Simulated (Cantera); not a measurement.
Input: 1 mol SiH₂Cl₂, 32 mol H₂, at 2125 K and 3.00 Torr.

Equilibrium computed with Cantera from the NASA thermochemical tables; the gas is ideal and each condensed phase is pure. Candidate condensed phases: Si; 19 gas species. The tables' values for SiCl are old estimates; treat these amounts as uncertain. Gases not in the tables: Si₂H₆ and higher silanes. Kinetics and transport are ignored.

Base state: H₂ 0.870, H 0.0535, HCl 0.0469, Si 0.0227, SiCl₂ 0.00276, Cl 0.00212, SiCl 0.00122, SiH 0.000690 (mole fractions); condensed: gas only.

What changes in the equilibrium state with this change: temperature from 2125 K to 1798 K?


```tsv
species	before	after
H₂	0.870	0.942
HCl	0.0469	0.0449
SiCl₂	0.00276	0.00664
H	0.0535	0.00540
Si	0.0227	0.000771
Si₂	0.000164	4.63e-6
Si₃	1.73e-5	1.10e-6
Si(l), mol	0	0.737
```

What changes in the equilibrium state with this change: SiH₂Cl₂ replaced by SiHCl₃?


| species | before | after |
|---|---|---|
| H₂ | 0.870 | 0.848 |
| HCl | 0.0469 | 0.0685 |
| H | 0.0535 | 0.0529 |
| Si | 0.0227 | 0.0201 |
| SiCl₂ | 0.00276 | 0.00533 |
| Cl | 0.00212 | 0.00313 |

What changes in the equilibrium state with this change: pressure from 3.00 Torr to 510 Torr?


| species | before | after |
|---|---|---|
| H₂ | 0.870 | 0.942 |
| HCl | 0.0469 | 0.0480 |
| SiCl₂ | 0.00276 | 0.00510 |
| H | 0.0535 | 0.00427 |
| Si | 0.0227 | 0.000255 |
| Si₂ | 0.000164 | 3.51e-6 |
| Si₃ | 1.73e-5 | 7.09e-7 |
| Si(l), mol | 0 | 0.799 |
The tables' values for SiCl, SiCl₃ are old estimates; treat these amounts as uncertain.
